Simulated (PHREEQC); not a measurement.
**Leach liquor**

Solution (25 °C): 0.051 mol H2SO4 and 0.00019 mol ZnSO4 per kg of water. It is in equilibrium with CO2 at log p = -3.4 (atm). Otherwise closed; pH follows from the charge balance.

All values are PHREEQC results (ion-association model, phreeqc.dat), not measurements.

This is a speciation only: nothing precipitates in the calculation.

**Question.** Predict the pH, specific conductance.

**Answer.** pH 1.27; specific conductance 22400 µS/cm.

**Question.** In which forms is Zn present?

**Answer.** Zn+2 63 %, ZnSO4 33 %, Zn(SO4)2-2 3.8 % of the Zn.
